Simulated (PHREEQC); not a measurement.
Model water analysis in mmol/kgw, 25 °C, pH 6.41, pe 10.6: Na 250; K 1.26; Ca 7.53; Mg 4.88; Cl 260; S(6) 8.52; Alkalinity (meq/kgw) 0.00162; Si 0.18; Zn 0.0895; Cd 0.0933.

Valence states are taken as typed.

The numbers come from PHREEQC with the ion-association model, wateq4f.dat.

No solid was allowed to form.

Task: Order these Zn species by the share of Zn that they hold, largest first: ZnCl3-, ZnSO4, ZnCl2, ZnCl+, Zn+2.

Result: Zn+2 (75 %), ZnCl+ (15 %), ZnSO4 (7.0 %), ZnCl2 (1.8 %), ZnCl3- (0.56 %)

The pH is 6.41 and the ionic strength 0.290 mol/kgw. Saturation is exceeded, for instance for Quartz (slow to form); the values hold only as long as no solid forms. Species that the database lacks are ignored.
